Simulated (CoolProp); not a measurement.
Vapour-liquid equilibrium of 1-butene (1) + acetone (2) at 297.9 K; x and y are mole fractions of (1).

The numbers come from the multi-fluid Helmholtz-energy mixture model, Lemmon 2005 and Lemmon 2006; pair parameters Bell 2016 in CoolProp.

| x | bubble pressure, mixture model (bar) | bubble pressure, Raoult's law (bar) | y, mixture model | y, Raoult's law |
|---|---|---|---|---|
| 0.05 | 0.6749 | 0.4363 | 0.563 | 0.338 |
| 0.125 | 1.142 | 0.6347 | 0.754 | 0.581 |
| 0.2 | 1.507 | 0.8331 | 0.823 | 0.708 |
| 0.275 | 1.784 | 1.032 | 0.857 | 0.786 |
| 0.35 | 1.989 | 1.230 | 0.878 | 0.839 |
| 0.425 | 2.143 | 1.428 | 0.892 | 0.878 |
| 0.5 | 2.261 | 1.627 | 0.902 | 0.907 |
| 0.575 | 2.359 | 1.825 | 0.911 | 0.929 |
| 0.65 | 2.448 | 2.024 | 0.919 | 0.947 |
| 0.725 | 2.537 | 2.222 | 0.929 | 0.962 |
| 0.8 | 2.634 | 2.420 | 0.941 | 0.975 |
| 0.875 | 2.742 | 2.619 | 0.957 | 0.985 |
| 0.95 | 2.863 | 2.817 | 0.980 | 0.995 |

The largest gap from Raoult's law is +80.9 % in bubble pressure, at x = 0.2. No azeotrope shows between x = 0.05 and 0.95.

The pair parameters rest on a limited set of measurements; away from them the model extrapolates. With so large a gap from Raoult's law the liquid may split in two, which this calculation doesn't test in full.
